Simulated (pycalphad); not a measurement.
Computed with pycalphad from the COST 507 light-alloy database (1999), at 1 atm. No gas phase is included, though pure Mg would boil below 1377 °C. The database dates from 1999; later assessments differ in places, in temperatures and in the compounds included. Kinetics are ignored, which matters at the lower temperatures.

Molar enthalpy of Al-1.72Si-2.37Mg (at.%) in equilibrium (SER reference):

```json
[
 {"T (°C)": "1377", "H (kJ/mol)": "51.72", "phases": "LIQUID"},
 {"T (°C)": "1277", "H (kJ/mol)": "48.55", "phases": "LIQUID"},
 {"T (°C)": "1177", "H (kJ/mol)": "45.38", "phases": "LIQUID"},
 {"T (°C)": "1077", "H (kJ/mol)": "42.20", "phases": "LIQUID"},
 {"T (°C)": "977", "H (kJ/mol)": "39.03", "phases": "LIQUID"},
 {"T (°C)": "877", "H (kJ/mol)": "35.86", "phases": "LIQUID"},
 {"T (°C)": "777", "H (kJ/mol)": "32.69", "phases": "LIQUID"},
 {"T (°C)": "727", "H (kJ/mol)": "31.10", "phases": "LIQUID"},
 {"T (°C)": "677", "H (kJ/mol)": "29.51", "phases": "LIQUID"},
 {"T (°C)": "577", "H (kJ/mol)": "15.99", "phases": "FCC_A1 + LIQUID + MG2SI"},
 {"T (°C)": "527", "H (kJ/mol)": "13.62", "phases": "FCC_A1 + MG2SI"},
 {"T (°C)": "477", "H (kJ/mol)": "11.90", "phases": "FCC_A1 + MG2SI + DIAMOND_A4"},
 {"T (°C)": "377", "H (kJ/mol)": "8.69", "phases": "FCC_A1 + MG2SI + DIAMOND_A4"},
 {"T (°C)": "277", "H (kJ/mol)": "5.78", "phases": "FCC_A1 + MG2SI + DIAMOND_A4"},
 {"T (°C)": "177", "H (kJ/mol)": "3.07", "phases": "FCC_A1 + MG2SI + DIAMOND_A4"},
 {"T (°C)": "77", "H (kJ/mol)": "0.50", "phases": "FCC_A1 + MG2SI + DIAMOND_A4"}
]
```

Cooling from 677 °C to 527 °C, across the freezing range, releases 15.9 kJ/mol, or 590 J/g. The slope is 32 J/(mol K) in the liquid and 34 J/(mol K) just below the solidus, where it includes any heat of precipitation. Liquidus 640 °C, solidus 569 °C. Changes were sought between steps of 50 K, so a narrower field can be missed.

Database names, with the compositions (at.%) that they take in these runs: MG2SI: Mg 67 Si 33. FCC_A1 is fcc; DIAMOND_A4 is diamond (Si).
